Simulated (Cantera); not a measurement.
Cantera run, input and output.

```python
import numpy as np
import cantera as ct

gas = ct.Solution("gri30.yaml")
gas.TPX = 1375, 1200, {'N2O': 1, 'H2O': 0.092}
reactor = ct.IdealGasConstPressureReactor(gas, energy="off", clone=False)
net = ct.ReactorNet([reactor])
net.rtol, net.atol = 1e-08, 1e-18
show = ['N2O', 'H2O', 'NO', 'NO2', 'O']
times = np.geomspace(1e-06, 2, 15)

steps = ct.SolutionArray(gas, extra=["t"])
rows = []
print(f"{'t/s':>10s}{'T/K':>9s}{'P/Pa':>11s}" + "".join(f"{s:>11s}" for s in show))
for t in times:
    while net.time < t:
        t_next = net.step()
        steps.append(gas.state, t=t_next)
    rows.append([np.interp(t, steps.t, y) for y in (steps.T, steps.P, *steps(*show).X.T)])
    print(f"{t:10.3e}{rows[-1][0]:9.1f}{rows[-1][1]:11.4g}" + "".join(f"{x:11.3e}" for x in rows[-1][2:]))
rate = np.gradient(steps.T, steps.t)
print("integrator steps:", len(steps.t))
if steps.T.max() > steps.T[0] + 200:
    print(f"time of steepest temperature rise: {steps.t[rate.argmax()]:.4e} s")
gas.TPX = 1375, 1200, {'N2O': 1, 'H2O': 0.092}
gas.equilibrate("TP")
print(f"equilibrium (TP): T = {gas.T:.1f} K  " + "  ".join(f"{s} {gas[s].X[0]:.3e}" for s in show))
```

Result:

```
       t/s      T/K       P/Pa        N2O        H2O         NO        NO2          O
 1.000e-06   1375.0       1200  9.158e-01  8.425e-02  5.118e-11  7.721e-23  8.628e-08
 2.819e-06   1375.0       1200  9.158e-01  8.425e-02  4.036e-10  4.596e-21  2.424e-07
 7.946e-06   1375.0       1200  9.157e-01  8.425e-02  3.174e-09  2.788e-19  6.770e-07
 2.240e-05   1375.0       1200  9.157e-01  8.425e-02  2.484e-08  1.752e-17  1.859e-06
 6.314e-05   1375.0       1200  9.157e-01  8.425e-02  1.865e-07  1.076e-15  4.880e-06
 1.780e-04   1375.0       1200  9.157e-01  8.425e-02  1.303e-06  1.044e-13  1.135e-05
 5.017e-04   1375.0       1200  9.156e-01  8.424e-02  7.534e-06  1.928e-11  2.001e-05
 1.414e-03   1375.0       1200  9.154e-01  8.423e-02  3.172e-05  3.035e-09  2.367e-05
 3.986e-03   1375.0       1200  9.148e-01  8.418e-02  1.026e-04  2.369e-07  2.365e-05
 1.124e-02   1375.0       1200  9.130e-01  8.410e-02  2.973e-04  6.293e-06  2.372e-05
 3.168e-02   1375.0       1200  9.078e-01  8.394e-02  8.197e-04  4.986e-05  2.377e-05
 8.929e-02   1375.0       1200  8.934e-01  8.353e-02  2.219e-03  2.102e-04  2.346e-05
 2.517e-01   1375.0       1200  8.546e-01  8.241e-02  6.016e-03  5.223e-04  2.265e-05
 7.095e-01   1375.0       1200  7.575e-01  7.961e-02  1.574e-02  7.761e-04  2.169e-05
 2.000e+00   1375.0       1200  5.529e-01  7.370e-02  3.627e-02  7.090e-04  2.069e-05
integrator steps: 969
equilibrium (TP): T = 1375.0 K  N2O 4.318e-09  H2O 5.776e-02  NO 6.887e-04  NO2 7.465e-07  O 3.276e-06
```

Detailed kinetics in Cantera: GRI-Mech 3.0 (53 species, 325 reactions). GRI-Mech 3.0 was tuned for natural gas; its chemistry of N2O as a main component is partial and can be far from experiment. Radical loss at walls, strong at low pressure, is not modelled. The mechanism lacks the step 2 NO + O2 → 2 NO2, which can matter for NO2 below about 1400 K. The temperature is held fixed by assumption; the heat of reaction is taken as removed at once.
